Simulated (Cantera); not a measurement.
**Adiabatic ignition**

An adiabatic, constant-volume homogeneous reactor starts with H2 : O2 : N2 : H2O = 1 : 0.893 : 3.36 : 0.68 (molar parts), equivalence ratio 0.56, at 1325 K and 20.7 atm.

Computed with Cantera and GRI-Mech 3.0 (53 species, 325 reactions). The hydrogen kinetics of GRI-Mech 3.0 are dated; newer H2 mechanisms differ, most at raised pressure. The pressure lies above the range GRI-Mech 3.0 was tuned for (to about 10 atm).

```tsv
t (s)	T (K)	P (bar)	x H2	x O2	x H2O	x H	x O	x HO2	x OH
6.00e-6	1325	21.0	0.169	0.151	0.115	4.93e-8	1.45e-8	7.46e-6	1.61e-8
1.44e-5	1325	21.0	0.168	0.150	0.115	3.23e-7	9.49e-8	4.50e-5	1.28e-7
3.45e-5	1471	23.1	0.153	0.142	0.132	0.000144	4.31e-5	0.00104	8.47e-5
8.28e-5	2629	38.3	0.00199	0.0692	0.300	0.000313	0.00113	3.68e-5	0.0112
0.000199	2625	38.3	0.00197	0.0683	0.300	0.000307	0.00111	3.61e-5	0.0110
0.000476	2617	38.1	0.00194	0.0666	0.300	0.000295	0.00106	3.48e-5	0.0108
0.00114	2608	38.0	0.00190	0.0645	0.301	0.000282	0.000999	3.32e-5	0.0104
0.00274	2603	37.9	0.00187	0.0634	0.301	0.000275	0.000970	3.24e-5	0.0102
0.00657	2602	37.9	0.00187	0.0633	0.301	0.000274	0.000968	3.23e-5	0.0102
0.0158	2602	37.9	0.00187	0.0633	0.301	0.000274	0.000968	3.23e-5	0.0102
0.0378	2602	37.9	0.00187	0.0633	0.301	0.000274	0.000968	3.23e-5	0.0102
0.0907	2602	37.9	0.00187	0.0633	0.301	0.000274	0.000968	3.23e-5	0.0102
0.217	2602	37.9	0.00187	0.0633	0.301	0.000274	0.000968	3.23e-5	0.0102
0.522	2602	37.9	0.00187	0.0633	0.301	0.000274	0.000968	3.23e-5	0.0102
1.25	2602	37.9	0.00187	0.0633	0.301	0.000274	0.000968	3.23e-5	0.0102
3.00	2602	37.9	0.00187	0.0633	0.301	0.000274	0.000968	3.23e-5	0.0102
```
x: mole fraction; the columns are a selection and need not sum to one.

- time of steepest temperature rise = 35.6 µs
- temperature at 3.00 s = 2602 K
- equilibrium temperature = 2602 K
- x(H2) at 3.00 s = 0.00187 (gas-phase equilibrium 0.00187)
- x(O2) at 3.00 s = 0.0633 (gas-phase equilibrium 0.0633)
- x(H2O) at 3.00 s = 0.301 (gas-phase equilibrium 0.301)
